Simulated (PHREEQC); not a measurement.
0.018 g of hydrous ferric oxide (600 m²/g; 0.2 weak and 0.005 strong sites per Fe, Dzombak-Morel constants, diffuse double layer) in 1 kg of water with 0.01 mol/kgw of an inert sodium salt and 4e-07 mol/kgw CaCl2 and 9.2e-07 mol/kgw CuCl2, at 25 °C; the pH is set by adding NaOH or the inert anion's acid. Oxygen is held at 0.21 atm. CO2 from the air is kept out. No solid was allowed to form.

Base run: PHREEQC, ion-association model, wateq4f.dat. Each further column changes one thing. The table gives Cu sorbed (%).

```
pH     base  no electrostatic term (-no_edl)  background salt from 0.01 to 0.001 mol/kgw  oxide from 0.018 to 0.09 g/kgw  4.1e-05 mol/kgw CuSO4 added
-----  ----  -------------------------------  ------------------------------------------  ------------------------------  ---------------------------
4       0.2                              0.3                                         0.1                             [?]                          0.3
4.67    2.8                              6.4                                         2.1                            12.5                          2.3
5.33   25.7                             51.1                                        22.2                            65.4                         11.1
6      77.9                             94.1                                        76.5                            96.5                         37.5
6.67   97.5                             99.5                                        97.5                            99.7                          [?]
7.33   99.2                             99.8                                        99.1                            99.9                         50.3
8      99.2                             99.4                                        99.2                            99.9                         44.3
8.67   99.1                             96.9                                        99.1                            99.9                         42.1
9.33   98.7                             77.8                                        98.8                            99.9                         40.8
10     98.2                              [?]                                        98.6                            99.8                         39.4
10.67  97.3                              1.7                                        98.2                            99.8                         37.0
11.33  94.8                              0.1                                        96.9                            99.5                         32.9
12     82.3                              [?]                                        87.6                            97.8                         22.9
```

**Question.** Some entries are withheld; supply them.

**Answer.** 
- 4, oxide from 0.018 to 0.09 g/kgw: 1.0
- 6.67, 4.1e-05 mol/kgw CuSO4 added: 52.6
- 10, no electrostatic term (-no_edl): 23.4
- 12, no electrostatic term (-no_edl): 0.0

The database's constant for dissolved Cu(OH)2 is higher than later reviews accept. In at least one series the solution becomes supersaturated in solids that the run did not let form, among them Cu(OH)2, Brochantite.
